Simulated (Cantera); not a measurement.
# Sublimation and decomposition of ceramics: Si3N4 + C + H2

A closed system holds: 1 mol Si3N4, 0.37 mol C, 0.057 mol H2, at 0.100 bar.

These are equilibrium values from Cantera (NASA tables, ideal gas, pure condensed phases), not measurements of a reactor. Candidate condensed phases: C, C6H6, C7H8, C8H18, Si, SiC, Si3N4; 105 gas species. Mutual solubility and eutectic melting of coexisting phases are not modelled. The tables' values for SiN are old estimates; treat these amounts as uncertain. Gases not in the tables: Si2H6 and higher silanes. Equilibrium is a limit: real reactors are often held back by kinetics, nucleation or transport.

| T (°C) | log p N2 | log p Si | log p Si2C | log p SiC2 | log p H | log p H2 | log p Si2 | log p SiN | n Si(l) | n SiC(s) |
|---|---|---|---|---|---|---|---|---|---|---|
| 2277 | -1.06 | -2.16 | -2.95 | -3.83 | -2.89 | -2.77 | -3.71 | -3.72 | 2.44 | 0.331 |
| 2302 | -1.06 | -2.09 | -2.85 | -3.67 | -2.86 | -2.80 | -3.61 | -3.66 | 2.39 | 0.320 |
| 2327 | -1.08 | -2.01 | -2.75 | -3.52 | -2.83 | -2.84 | -3.52 | -3.61 | 2.34 | 0.305 |
| 2352 | -1.09 | -1.94 | -2.65 | -3.37 | -2.81 | -2.88 | -3.43 | -3.56 | 2.27 | 0.285 |
| 2377 | -1.11 | -1.86 | -2.55 | -3.23 | -2.79 | -2.92 | -3.35 | -3.51 | 2.19 | 0.258 |
| 2402 | -1.12 | -1.79 | -2.46 | -3.08 | -2.77 | -2.97 | -3.26 | -3.46 | 2.08 | 0.222 |
| 2427 | -1.15 | -1.72 | -2.36 | -2.94 | -2.76 | -3.04 | -3.18 | -3.42 | 1.95 | 0.172 |
| 2452 | -1.18 | -1.65 | -2.27 | -2.80 | -2.76 | -3.11 | -3.10 | -3.38 | 1.77 | 0.101 |
| 2477 | -1.22 | -1.59 | -2.18 | -2.67 | -2.76 | -3.20 | -3.02 | -3.34 | 1.53 | 0 |
| 2502 | -1.25 | -1.52 | -2.19 | -2.73 | -2.76 | -3.27 | -2.94 | -3.30 | 1.27 | 0 |
| 2527 | -1.28 | -1.45 | -2.20 | -2.80 | -2.76 | -3.35 | -2.86 | -3.27 | 0.941 | 0 |
log p: log10 of the partial pressure in bar; n: condensed amount in mol.

From 2277 °C to 2452 °C the condensed part is Si(l) + SiC(s). From 2477 °C to 2527 °C the condensed part is Si(l). The main Si-bearing gas is Si throughout. The share of Si in condensed phases is highest at 2277 °C (92.2 %) and lowest at 2527 °C (31.4 %).
